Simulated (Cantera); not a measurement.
Adiabatic ignition

An adiabatic, constant-pressure homogeneous reactor starts with CH₄ : H₂ : O₂ : N₂ = 1 : 0.12 : 1.21 : 4.56 (molar parts), equivalence ratio 1.7, at 1798 K and 0.630 bar.

Cantera simulation using GRI-Mech 3.0 (53 species, 325 reactions); the numbers are that mechanism's predictions, not measurements.

```csv
t (s),T (K),x CH₄,x H₂,x O₂,x CH₃,x C₂H₄,x HCN,x O
6.00e-6,1798,0.145,0.0174,0.176,7.78e-5,2.39e-8,<1e-12,4.44e-7
2.21e-5,1797,0.145,0.0175,0.175,0.000377,2.42e-6,<1e-12,1.28e-6
8.12e-5,1804,0.138,0.0187,0.172,0.00293,0.000460,1.24e-10,1.11e-5
0.000299,2793,<1e-12,0.106,0.000979,2.60e-12,<1e-12,1.02e-8,0.00178
0.00110,2769,<1e-12,0.106,0.00108,1.94e-12,<1e-12,1.40e-8,0.00198
0.00404,2764,<1e-12,0.106,0.00104,1.94e-12,<1e-12,2.40e-8,0.00193
0.0149,2764,<1e-12,0.106,0.00103,1.95e-12,<1e-12,2.55e-8,0.00191
0.0546,2764,<1e-12,0.106,0.00103,1.95e-12,<1e-12,2.56e-8,0.00191
0.201,2764,<1e-12,0.106,0.00103,1.95e-12,<1e-12,2.56e-8,0.00191
0.739,2764,<1e-12,0.106,0.00103,1.95e-12,<1e-12,2.56e-8,0.00191
2.72,2764,<1e-12,0.106,0.00103,1.95e-12,<1e-12,2.56e-8,0.00191
10.0,2764,<1e-12,0.106,0.00103,1.95e-12,<1e-12,2.56e-8,0.00191
```
x: mole fraction; the columns are a selection and need not sum to one.

```yaml
time_of_steepest_temperature_rise: 0.154 ms
temperature at 10.0 s: 2764 K
equilibrium_temperature: 2764 K
x(CH₄) at 10.0 s: <1e-12 (gas-phase equilibrium <1e-12)
x(H₂) at 10.0 s: 0.106 (gas-phase equilibrium 0.106)
x(O₂) at 10.0 s: 0.00103 (gas-phase equilibrium 0.00103)
```
